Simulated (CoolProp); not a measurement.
Vapour pressure (MPa) of 1,2-dichloroethane: the reference equation beside estimates from Tc = 561.6 K, pc = 5.226 MPa, ω = 0.269.

Model: reference Helmholtz-energy equation of state, Thol 2015, in CoolProp.

| T (K) | reference | van der Waals | Redlich-Kwong | Peng-Robinson |
|---|---|---|---|---|
| 301.4 | 0.01225 | 0.2311 | 0.02992 | 0.01230 |
| 313.7 | 0.02116 | 0.2967 | 0.04845 | 0.02115 |
| 326 | 0.03482 | 0.3742 | 0.07499 | 0.03471 |
| 338.3 | 0.05493 | 0.4646 | 0.1116 | 0.05467 |
| 350.6 | 0.08349 | 0.5688 | 0.1605 | 0.08301 |
| 362.8 | 0.1224 | 0.6868 | 0.2234 | 0.1217 |
| 375.1 | 0.1749 | 0.8212 | 0.3037 | 0.1739 |
| 387.4 | 0.2435 | 0.9719 | 0.4034 | 0.2424 |
| 399.7 | 0.3311 | 1.140 | 0.5250 | 0.3301 |
| 412 | 0.4412 | 1.325 | 0.6709 | 0.4407 |
| 424.3 | 0.5770 | 1.530 | 0.8435 | 0.5776 |
| 436.6 | 0.7423 | 1.753 | 1.045 | 0.7448 |
| 448.9 | 0.9408 | 1.996 | 1.278 | 0.9464 |

Absolute difference from the reference over all 13 rows, mean and median: van der Waals 567.6 and 369.5 %, Redlich-Kwong 79.9 and 73.6 %, Peng-Robinson 0.4 and 0.4 %.
